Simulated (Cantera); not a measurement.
Input (Python, Cantera) and output of one run.

```python
import numpy as np
import cantera as ct

gas_names = """
    C CO COS CO2 CS CS2 C2 C2O C3 C3O2 C4 C5 Fe FeC5O5 FeO O O2 O3 S SO SO2 SO3 S2 S2O S8
""".split()
cond_names = """
    C(gr) Fe(a) Fe(c) Fe(d) Fe(L) FeC5O5(L) FeO(s) FeO(L) FeS(a) FeS(b) FeS(c) FeS(L) FeSO4(s) FeS2(s)
    Fe2O3(s) Fe2S3O12(s) Fe3O4(s) S(cr1) S(cr2) S(L)
""".split()


def load(file, names, dense=False):
    # The tables refer to 1 bar. Condensed volumes are neglected.
    table = {s.name: s for s in ct.Species.list_from_file(file)}
    out = []
    for n in names:
        d = dict(table[n].input_data)
        d["thermo"] = dict(d["thermo"], **{"reference-pressure": 1e5})
        if dense:
            d["equation-of-state"] = {"model": "constant-volume", "density": "1e6 g/cm^3"}
        out.append(ct.Species.from_dict(d))
    return out


gas = ct.Solution(thermo="ideal-gas", species=load("nasa_gas.yaml", gas_names))
cond = {s.name: ct.Solution(thermo="fixed-stoichiometry", species=[s], name=s.name)
        for s in load("nasa_condensed.yaml", cond_names, dense=True)}
atoms = {
    'FeS': {'Fe': 1, 'S': 1},
    'SO3': {'S': 1, 'O': 3},
    'CO2': {'C': 1, 'O': 2},
}
top_T = {'C(gr)': 4500, 'FeSO4(s)': 950, 'FeS2(s)': 1010, 'Fe2O3(s)': 1830, 'Fe2S3O12(s)': 1100, 'Fe3O4(s)': 1870}  # K; cautious upper limits of use, not melting points


def equilibrate(T, P, feed):
    n = {}
    for name, mol in feed.items():
        for a, k in atoms[name].items():
            n[a] = n.get(a, 0.0) + k * mol
    gas.TPX = T, P, n
    mass = sum(n.values()) * gas.mean_molecular_weight
    gas.equilibrate("TP")
    valid = [c for c in cond.values() if c.min_temp <= T <= top_T.get(c.name, c.max_temp)]
    mix = ct.Mixture([(gas, mass / gas.mean_molecular_weight)] + [(c, 0.0) for c in valid])
    mix.T, mix.P = T, P
    mix.equilibrate("TP", solver="vcs", rtol=1e-11, max_steps=5000)
    return mix


results = []
feed = {'FeS': 1, 'SO3': 0.052, 'CO2': 0.052}  # mol
P = 10000  # Pa
for T in [998, 1073, 1148, 1223, 1298, 1373, 1448, 1523]:
    mix = equilibrate(T, P, feed)
    results.append((T, P, feed, dict(zip(mix.species_names, mix.species_moles))))

top = {s: max(r[3][s] / sum(r[3][g] for g in gas_names) for r in results) for s in gas_names}
cols = sorted((s for s in top if top[s] > 1e-06), key=lambda s: -top[s])[:8]
seen = [c for c in cond_names if any(r[3].get(c, 0) > 1e-12 for r in results)]
print("log10 of partial pressures in bar; condensed amounts in mol")
print(f"{'T/K':>10s}" + "".join(f"{s[:9]:>10s}" for s in cols + seen))
for T, P, feed, n in results:
    ng = sum(n[g] for g in gas_names)
    print(f"{T:10.4g}" + "".join(f"{np.log10(max(n[s] / ng * P / 1e5, 1e-99)):10.3f}" for s in cols)
          + "".join(f"{n.get(c, 0):10.4g}" for c in seen))
```

Output:

```
log10 of partial pressures in bar; condensed amounts in mol
       T/K       SO2       CO2        S2        CO        SO       S2O       COS         S    FeO(s)    FeS(c)    FeS(L)  Fe3O4(s)
       998    -1.266    -1.365    -2.627    -4.079    -5.483    -3.838    -4.750    -9.496         0    0.9808         0  0.006403
      1073    -1.273    -1.367    -2.488    -3.671    -5.007    -3.750    -4.602    -8.636         0    0.9794         0  0.006867
      1148    -1.280    -1.371    -2.368    -3.319    -4.594    -3.676    -4.475    -7.888         0    0.9777         0  0.007422
      1223    -1.289    -1.378    -2.264    -3.013    -4.234    -3.613    -4.367    -7.232         0    0.9758         0  0.008072
      1298    -1.299    -1.389    -2.174    -2.748    -3.916    -3.560    -4.276    -6.653         0    0.9735         0  0.008819
      1373    -1.311    -1.421    -2.022    -2.516    -3.618    -3.461    -4.162    -6.101    0.0353    0.9647         0         0
      1448    -1.342    -1.456    -1.868    -2.298    -3.356    -3.369    -4.041    -5.596   0.04375    0.9562         0         0
      1523    -1.366    -1.497    -1.786    -2.130    -3.132    -3.326    -3.987    -5.169    0.0505         0    0.9495         0
```

Method: chemical equilibrium by Gibbs-energy minimisation in Cantera with the NASA 1993 tables (ideal gas, pure condensed phases). Metal and sulfide melt together well below either melting point, which pure phases cannot show. Mutual solubility and eutectic melting of coexisting phases are not modelled. The tables' stoichiometric FeO is somewhat more stable than real wüstite, so its field is too wide. FeO, FeS: taken at fixed stoichiometry. Gases not in the tables: S3 to S7.
